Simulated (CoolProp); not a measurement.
Vapour-liquid equilibrium of carbon dioxide (1) + R142b (2) at 227.5 K; x and y are mole fractions of (1).

Model: multi-fluid Helmholtz-energy mixture model, Span 1996 and Lemmon 2006; pair parameters Bell 2016, in CoolProp.

```csv
x,"bubble pressure, mixture model (MPa)","bubble pressure, Raoult's law (MPa)","y, mixture model","y, Raoult's law"
0.05,0.05020,0.05707,0.667,0.711
0.15,0.1264,0.1364,0.879,0.892
0.25,0.2112,0.2158,0.935,0.940
0.35,0.2983,0.2952,0.959,0.962
0.45,0.3833,0.3746,0.972,0.974
0.55,0.4637,0.4539,…,0.983
0.65,…,0.5333,0.986,0.989
0.75,…,0.6127,0.990,0.993
0.85,0.6879,0.6921,0.994,0.996
0.95,0.7679,0.7714,0.998,0.999
```

Question: Some entries are withheld; supply them.

Answer: 
- 0.55, y, mixture model: 0.980
- 0.65, bubble pressure, mixture model (MPa): 0.5396
- 0.75, bubble pressure, mixture model (MPa): 0.6132

The largest gap from Raoult's law is -12.0 % in bubble pressure, at x = 0.05. No azeotrope shows between x = 0.05 and 0.95.

The pair parameters rest on a limited set of measurements; away from them the model extrapolates. The gap from Raoult's law changes sign with composition, which may be real or a fault of the pair parameters; it wasn't checked against measurements.
